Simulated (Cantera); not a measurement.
A perfectly stirred reactor is fed with H2 : O2 : N2 = 0.16 : 1 : 0.19 (molar parts), equivalence ratio 0.080, at 20.0 Torr; it is held at 1100 K, and followed from long to short residence time.

Cantera simulation using GRI-Mech 3.0 (53 species, 325 reactions); the numbers are that mechanism's predictions, not measurements. Radical loss at walls, strong at low pressure, is not modelled. The temperature is held fixed by assumption; the heat of reaction is taken as removed at once.

Problem. What does this change do: pressure from 20.0 Torr to 15.0 Torr?

Solution. 
```
quantity                 before     after
---------------------  --------  --------
x(H2) at τ = 1.00 s    0.000380  0.000434
x(O2) at τ = 1.00 s       0.723     0.723
x(NO) at τ = 1.00 s     1.39e-8   1.82e-8
x(N2O) at τ = 1.00 s    7.23e-9   5.13e-9
x(OH) at τ = 1.00 s    0.000669  0.000817
x(H2) at τ = 8.70 ms    0.00613   0.00700
x(O2) at τ = 8.70 ms      0.709     0.703
x(NO) at τ = 8.70 ms    1.32e-7   1.51e-7
x(N2O) at τ = 8.70 ms   1.90e-9   1.30e-9
x(OH) at τ = 8.70 ms    0.00355   0.00408
```
